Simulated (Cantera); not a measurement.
Charge: 1 mol SiHCl3, 0.025 mol Cl2, a varied amount of H2, held at 10.0 mbar.

Points: T (K) = 850, 950, 1050, 1150, 1250, 1350, 1450, 1550, 1650; n(H2) (mol) = 8.7, 14, 23, 36, 59, 94, 150, 240, 390, 630.

Cantera's Mixture.equilibrate('TP', solver="vcs", rtol=1e-11, max_steps=5000) on the NASA tables stopped like this:

```
ERROR: FAILURE its = 5001!

*******************************************************************************
CanteraError thrown by MultiPhase::equilibrate:
VCS solver failed. Return code: -1
*******************************************************************************
```

What got this run through?

This is not unique; one that fits is The failure is numerical, not chemical. The same input converged with solver="gibbs", rtol=1e-10, max_steps=50000, and the result passed a check of the equilibrium conditions:
```
    850        8.7  Si(cr)
    850         14  Si(cr)
    850         23  Si(cr)
    850         36  Si(cr)
    850         59  Si(cr)
    850         94  Si(cr)
    850        150  Si(cr)
    850        240  Si(cr)
    850        390  Si(cr)
    850        630  Si(cr)
    950        8.7  Si(cr)
    950         14  Si(cr)
    950         23  Si(cr)
    950         36  Si(cr)
    950         59  Si(cr)
    950         94  Si(cr)
    950        150  Si(cr)
    950        240  Si(cr)
    950        390  Si(cr)
    950        630  Si(cr)
   1050        8.7  Si(cr)
   1050         14  Si(cr)
   1050         23  Si(cr)
   1050         36  Si(cr)
   1050         59  Si(cr)
   1050         94  Si(cr)
   1050        150  Si(cr)
   1050        240  Si(cr)
   1050        390  Si(cr)
   1050        630  Si(cr)
   1150        8.7  Si(cr)
   1150         14  Si(cr)
   1150         23  Si(cr)
   1150         36  Si(cr)
   1150         59  Si(cr)
   1150         94  Si(cr)
   1150        150  Si(cr)
   1150        240  Si(cr)
   1150        390  Si(cr)
   1150        630  Si(cr)
   1250        8.7  Si(cr)
   1250         14  Si(cr)
   1250         23  Si(cr)
   1250         36  Si(cr)
   1250         59  Si(cr)
   1250         94  Si(cr)
   1250        150  Si(cr)
   1250        240  Si(cr)
   1250        390  Si(cr)
   1250        630  Si(cr)
   1350        8.7  Si(cr)
   1350         14  Si(cr)
   1350         23  Si(cr)
   1350         36  Si(cr)
   1350         59  Si(cr)
   1350         94  Si(cr)
   1350        150  Si(cr)
   1350        240  Si(cr)
   1350        390  Si(cr)
   1350        630  Si(cr)
   1450        8.7  Si(cr)
   1450         14  Si(cr)
   1450         23  Si(cr)
   1450         36  Si(cr)
   1450         59  Si(cr)
   1450         94  Si(cr)
   1450        150  Si(cr)
   1450        240  Si(cr)
   1450        390  Si(cr)
   1450        630  Si(cr)
   1550        8.7  Si(cr)
   1550         14  Si(cr)
   1550         23  Si(cr)
   1550         36  Si(cr)
   1550         59  Si(cr)
   1550         94  Si(cr)
   1550        150  Si(cr)
   1550        240  Si(cr)
   1550        390  Si(cr)
   1550        630  Si(cr)
   1650        8.7  Si(cr)
   1650         14  Si(cr)
   1650         23  Si(cr)
   1650         36  Si(cr)
   1650         59  Si(cr)
   1650         94  Si(cr)
   1650        150  Si(cr)
   1650        240  Si(cr)
   1650        390  Si(cr)
   1650        630  Si(cr)
```

The gas is ideal and each condensed phase is pure. The tables' values for SiCl3 are old estimates.
